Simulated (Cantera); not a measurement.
An isothermal, constant-pressure homogeneous reactor starts with H2 : O2 : N2 = 1.6 : 1 : 32 (molar parts), equivalence ratio 0.80, at 975 K and 0.987 atm.

Cantera simulation using the H2/O2 subset of GRI-Mech 3.0, which has no nitrogen chemistry; the numbers are that mechanism's predictions, not measurements. The temperature is held fixed by assumption; the heat of reaction is taken as removed at once.

One state of this run: x H2 = 2.57e-5; x O2 = 0.00593; x H = 1.29e-9; x OH = 3.72e-8; x HO2 = 3.88e-7; x H2O = 0.0473. x: mole fraction; the columns are a selection and need not sum to one.

Q: Which value of t (s) does it belong to?
A. 3.00
B. 0.593
C. 7.00e-6
D. 0.00458

A: A, 3.00
